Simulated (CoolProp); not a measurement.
Vapour-liquid equilibrium of R152A (1) + n-pentane (2) at 2.59 bar; x and y are mole fractions of (1).

Model: multi-fluid Helmholtz-energy mixture model, Outcalt 1996 and Thol 2019; pair parameters Bell 2016, in CoolProp.

```json
[
 {"x": "0.05", "bubble temperature (°C)": "43.9", "y at the bubble point": "0.492", "dew temperature at overall composition x (°C)": "64.8", "liquid density (mol/L)": "8.475"},
 {"x": "0.2", "bubble temperature (°C)": "15.4", "y at the bubble point": "0.831", "dew temperature at overall composition x (°C)": "58.6", "liquid density (mol/L)": "9.392"},
 {"x": "0.35", "bubble temperature (°C)": "7.8", "y at the bubble point": "0.886", "dew temperature at overall composition x (°C)": "51.7", "liquid density (mol/L)": "10.10"},
 {"x": "0.5", "bubble temperature (°C)": "5.1", "y at the bubble point": "0.904", "dew temperature at overall composition x (°C)": "43.5", "liquid density (mol/L)": "10.82"},
 {"x": "0.65", "bubble temperature (°C)": "3.6", "y at the bubble point": "0.916", "dew temperature at overall composition x (°C)": "33.3", "liquid density (mol/L)": "11.67"},
 {"x": "0.8", "bubble temperature (°C)": "2.1", "y at the bubble point": "0.935", "dew temperature at overall composition x (°C)": "19.2", "liquid density (mol/L)": "12.71"},
 {"x": "0.95", "bubble temperature (°C)": "0.1", "y at the bubble point": "0.976", "dew temperature at overall composition x (°C)": "1.2", "liquid density (mol/L)": "14.02"}
]
```

No azeotrope shows between x = 0.05 and 0.95.

Pair parameters are fitted to limited data, so mixtures are less certain than the pure fluids. With so large a gap from Raoult's law the liquid may split in two, which this calculation doesn't test in full.
